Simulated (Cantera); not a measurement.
## Metals in furnace atmospheres: Ti + H₂O + CO

Feed: 1 mol Ti, 0.078 mol H₂O, 2.7 mol CO, at 0.0825 Torr.

Method: chemical equilibrium by Gibbs-energy minimisation in Cantera with the NASA 1993 tables (ideal gas, pure condensed phases). Candidate condensed phases: C, C₆H₆, C₇H₈, C₈H₁₈, H₂O, Ti, TiC, TiO, TiO₂, Ti₂O₃, Ti₃O₅, Ti₄O₇; 113 gas species. Mutual solubility and eutectic melting of coexisting phases are not modelled. TiC, TiO: taken at fixed stoichiometry. Condensed phases not in the tables: solid solutions among these carbides, nitrides and lower oxides. Kinetics and transport are ignored.

From 1148 K to 1598 K the condensed part is TiC(s) + Ti₂O₃(s). From 1648 K to 1698 K the condensed part is TiC(s) + TiO(s).

```tsv
T (K)	x CO	x H₂	x H	x TiO	x CO₂	n TiC(s)	n Ti₂O₃(s)	n TiO(s)
1148	0.965	0.0353	1.28e-6	<1e-12	9.74e-6	0.569	0.216	0
1198	0.965	0.0353	3.41e-6	<1e-12	9.27e-6	0.569	0.216	0
1248	0.965	0.0353	8.37e-6	1.33e-12	8.86e-6	0.569	0.216	0
1298	0.965	0.0353	1.92e-5	1.52e-11	8.50e-6	0.569	0.216	0
1348	0.965	0.0353	4.14e-5	1.44e-10	8.17e-6	0.569	0.216	0
1398	0.965	0.0353	8.47e-5	1.16e-9	7.89e-6	0.569	0.216	0
1448	0.965	0.0352	0.000165	8.03e-9	7.63e-6	0.569	0.216	0
1498	0.965	0.0351	0.000307	4.88e-8	7.39e-6	0.569	0.216	0
1548	0.964	0.0350	0.000549	2.63e-7	7.18e-6	0.569	0.216	0
1598	0.964	0.0348	0.000947	1.27e-6	6.98e-6	0.569	0.216	0
1648	0.966	0.0329	0.00154	4.89e-6	6.40e-6	0.461	0	0.539
1698	0.965	0.0324	0.00248	1.64e-5	5.72e-6	0.461	0	0.539
```
x: gas mole fraction; n: condensed amount in mol.
